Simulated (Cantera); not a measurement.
Source: NASA polynomial tables (part measured, part estimated), evaluated in Cantera. Values are per mole of reaction as written; species without (g) are pure solids or liquids, kept so even where they would boil at 1 bar.

4 NH₃(g) + 5 ZrO₂(g) → 6 H₂O(g) + 4 NO(g) + 5 Zr, with ΔH° = 529.0 kJ and ΔS° = 31.0 J/K at 300 K.

### Question
How far is the shortcut ΔG° ≈ ΔH°(300 K) − T·ΔS°(300 K) from the full temperature-dependent value at 2425, 2475, 2525, 2575, 2625, 2675, 2725, 2775 K?

### Answer
| T (K) | shortcut (kJ) | full (kJ) | difference (kJ) | difference in log10 K | condensed phases |
|---|---|---|---|---|---|
| 2425 | 453.9 | 298.3 | 155.6 | -3.35 | Zr(l) |
| 2475 | 452.3 | 289.0 | 163.3 | -3.45 | Zr(l) |
| 2525 | 450.8 | 279.7 | 171.1 | -3.54 | Zr(l) |
| 2575 | 449.3 | 270.2 | 179.1 | -3.63 | Zr(l) |
| 2625 | 447.7 | 260.6 | 187.1 | -3.72 | Zr(l) |
| 2675 | 446.2 | 251.0 | 195.2 | -3.81 | Zr(l) |
| 2725 | 444.6 | 241.3 | 203.3 | -3.90 | Zr(l) |
| 2775 | 443.1 | 231.4 | 211.6 | -3.98 | Zr(l) |
The shortcut ignores heat capacities and the phase changes listed.
